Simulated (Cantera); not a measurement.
A perfectly stirred reactor is fed with 0.514 % CH4, 98.8 % H2, 0.652 % CO2, at 0.0520 bar; it is held at 2875 K, and followed from long to short residence time.

Model: GRI-Mech 3.0 (53 species, 325 reactions), integrated in Cantera.

x: mole fraction; the columns are a selection and need not sum to one.

```
τ (s)       x CH4   x H2    x CO2    x CH2    x H2O2
-------  --------  -----  -------  -------  --------
1.1       1.42e-8  0.627  1.95e-6  1.16e-7    <1e-12
0.42      4.40e-8  0.637  2.03e-6  3.34e-7    <1e-12
0.15      1.93e-7  0.663      [?]  1.21e-6    <1e-12
0.057     1.29e-6  0.716      [?]  5.12e-6    <1e-12
0.021     1.34e-5  0.802      [?]  2.03e-5    <1e-12
0.0076    9.85e-5  0.878      [?]  4.35e-5    <1e-12
0.0028   0.000385  0.916      [?]  6.35e-5  1.11e-12
0.0010    0.00108  0.937      [?]  8.02e-5  1.02e-12
0.00037   0.00230  0.952      [?]  7.71e-5    <1e-12
0.00014   0.00361  0.968      [?]  4.12e-5    <1e-12
```

**Question.** Fill in the missing entries.

**Answer.** 
- 0.15, x CO2: 2.27e-6
- 0.057, x CO2: 3.05e-6
- 0.021, x CO2: 6.63e-6
- 0.0076, x CO2: 2.35e-5
- 0.0028, x CO2: 8.79e-5
- 0.0010, x CO2: 0.000334
- 0.00037, x CO2: 0.00115
- 0.00014, x CO2: 0.00328
